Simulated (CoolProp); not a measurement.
A simple Rankine cycle with hexamethyldisiloxane (MM): condensing at 293.15 K, boiler at 0.316 MPa, turbine inlet 423.4 K, turbine efficiency 0.85, pump efficiency 0.7, no recuperator. Each further row changes one setting.

The numbers come from the reference Helmholtz-energy equation of state, Thol 2016 in CoolProp.

| case | thermal efficiency (%) | net work (kJ/kg) | heat in (kJ/kg) | turbine exit temperature (K) | volume ratio over the turbine |
|---|---|---|---|---|---|
| as stated | 16.3 | 70.8 | 434 | 377.1 | 75.4 |
| turbine inlet 443.4 K | ___ | ___ | ___ | 397.0 | 73.8 |
| condensing temperature 285.15 K | ___ | 77.8 | 450 | 372.9 | 116 |
| boiler pressure 0.221 MPa | ___ | ___ | 438 | 381.9 | 50.8 |
| turbine efficiency 0.75 | 14.4 | 62.4 | 434 | 382.0 | 76.4 |

Fill in the missing entries.


- turbine inlet 443.4 K, thermal efficiency (%): 15.8
- turbine inlet 443.4 K, net work (kJ/kg): 74.9
- turbine inlet 443.4 K, heat in (kJ/kg): 473
- condensing temperature 285.15 K, thermal efficiency (%): 17.3
- boiler pressure 0.221 MPa, thermal efficiency (%): 15.1
- boiler pressure 0.221 MPa, net work (kJ/kg): 66.2
